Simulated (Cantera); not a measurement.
A freely propagating, adiabatic, planar premixed flame of 20.7 % CO, 9.74 % H₂, 10.9 % O₂, 53.3 % N₂, 5.39 % H₂O, equivalence ratio 1.4, unburnt at 700 K and 608 Torr; mixture-averaged transport, grid criteria slope 0.08 and curve 0.16, no radiation.

Model: GRI-Mech 3.0 (53 species, 325 reactions), integrated in Cantera. Burning velocities carry a grid error of a few per cent, more on coarse grids.

Predict: laminar burning velocity; thermal thickness; peak x(HO₂).


- laminar burning velocity = 429 cm/s
- thermal thickness = 0.884 mm
- peak x(HO₂) = 0.000184
